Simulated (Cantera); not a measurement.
A closed system holds: 1 mol SiC, 0.15 mol O2, 38 mol N2, held at 22.0 Pa.

Equilibrium computed with Cantera from the NASA thermochemical tables; the gas is ideal and each condensed phase is pure. Candidate condensed phases: C, Si, SiC, SiO2, Si2N2O, Si3N4; 34 gas species. N2 is the only nitrogen source here; it is nearly inert below about 1500 K, so the nitride shown seldom forms there in practice. Mutual solubility and eutectic melting of coexisting phases are not modelled. Equilibrium is a limit: real reactors are often held back by kinetics, nucleation or transport.

Task: Which condensed phases are stable at each of these points (T (K)): 1248, 1298, 1348, 1398, 1448, 1498, 1548, 1598, 1648, 1698, 1748, 1798?

Result: 
| T (K) | condensed phases | Si condensed (%) |
|---|---|---|
| 1248 | C(graphite) + SiC(s) + Si2N2O(s) | 100.0 |
| 1298 | SiC(s) + Si2N2O(s) | 100.0 |
| 1348 | SiC(s) + Si2N2O(s) | 99.8 |
| 1398 | SiC(s) + Si2N2O(s) | 99.1 |
| 1448 | SiC(s) + Si2N2O(s) | 95.7 |
| 1498 | SiC(s) | 85.0 |
| 1548 | SiC(s) | 84.9 |
| 1598 | SiC(s) | 84.8 |
| 1648 | SiC(s) | 84.5 |
| 1698 | SiC(s) | 83.7 |
| 1748 | SiC(s) | 82.0 |
| 1798 | SiC(s) | 79.0 |

At 1248 K the condensed part is C(graphite) + SiC(s) + Si2N2O(s). From 1298 K to 1448 K the condensed part is SiC(s) + Si2N2O(s). From 1498 K to 1798 K the condensed part is SiC(s).
